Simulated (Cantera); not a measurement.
Thermodynamics of halide evaporation, hydrolysis and transport, feed KCl + H2

Charge: 1 mol KCl, a varied amount of H2, at 477 °C and 0.00158 Torr.

These are equilibrium values from Cantera (NASA tables, ideal gas, pure condensed phases), not measurements of a reactor. Candidate condensed phases: K, KCl; 10 gas species. The numbers say what is thermodynamically allowed, not how fast it happens.

At 53 mol H2 the condensed part is KCl(s). From 99 mol H2 to 460 mol H2 nothing is condensed. The main K-bearing gas is KCl throughout.

```tsv
n(H2) (mol)	x H2	x KCl	x K2Cl2	x HCl	x K	n KCl(s)
53	0.985	0.0131	0.00179	1.66e-6	1.66e-6	0.102
99	0.991	0.00850	0.000754	1.34e-6	1.34e-6	0
140	0.993	0.00627	0.000411	1.15e-6	1.15e-6	0
190	0.995	0.00476	0.000237	1.00e-6	1.00e-6	0
240	0.996	0.00384	0.000154	9.02e-7	9.02e-7	0
280	0.997	0.00333	0.000116	8.40e-7	8.40e-7	0
330	0.997	0.00285	8.48e-5	7.77e-7	7.77e-7	0
370	0.997	0.00256	6.83e-5	7.36e-7	7.36e-7	0
420	0.998	0.00227	5.36e-5	6.93e-7	6.93e-7	0
460	0.998	0.00208	4.51e-5	6.64e-7	6.64e-7	0
```
x: gas mole fraction; n: condensed amount in mol.
